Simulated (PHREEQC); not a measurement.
Solution (29 °C): 180 mmol/kgw HF, 8 mmol/kgw KF and 1.4 mmol/kgw H4SiO4. Closed to the air; pH follows from the charge balance.

Equilibrium calculation in PHREEQC: ion-association model, phreeqc.dat.

No solid was allowed to form.

Task: Predict the pH, ionic strength.

Result: pH 1.98; ionic strength 0.0214 mol/kgw.

Task: In which forms is F present?

Result: HF 83 %, HF2- 7.0 %, F- 5.6 %, SiF6-2 4.5 % of the F.

SiF6-2 is the database's only silicon fluoride.
